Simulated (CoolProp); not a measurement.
Vapour-liquid equilibrium of n-hexane (1) + m-xylene (2) at 185.95 °C; x and y are mole fractions of (1).

Values from CoolProp's multi-fluid Helmholtz-energy mixture model, Thol 2019 and Zhou 2012; pair parameters Bell 2016.

Question: Give the bubble pressure and the first vapour's composition at x = 0.35, 0.5, 0.65. Is there an azeotrope?

Answer: x = 0.35: 0.7222 MPa, y = 0.681; x = 0.5: 0.8972 MPa, y = 0.784; x = 0.65: 1.059 MPa, y = 0.856. No azeotrope shows between x = 0.05 and 0.95.

The pair parameters rest on a limited set of measurements; away from them the model extrapolates. The gap from Raoult's law changes sign with composition, which may be real or a fault of the pair parameters; it wasn't checked against measurements.
